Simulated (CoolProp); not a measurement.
Vapour-liquid equilibrium of R125 (1) + ethanol (2) at 1.96 bar; x and y are mole fractions of (1).

Values from CoolProp's multi-fluid Helmholtz-energy mixture model, Lemmon 2005 and Schroeder 2014; pair parameters Bell 2016.

Q: Give the bubble temperature and the first vapour's composition at x = 0.275, 0.425, 0.575. Is there an azeotrope?

A: x = 0.275: -18.8 °C, y = 0.998; x = 0.425: -24.4 °C, y = 0.999; x = 0.575: -27.1 °C, y = 0.999. No azeotrope shows between x = 0.05 and 0.95.

Pair parameters are fitted to limited data, so mixtures are less certain than the pure fluids. With so large a gap from Raoult's law the liquid may split in two, which this calculation doesn't test in full.
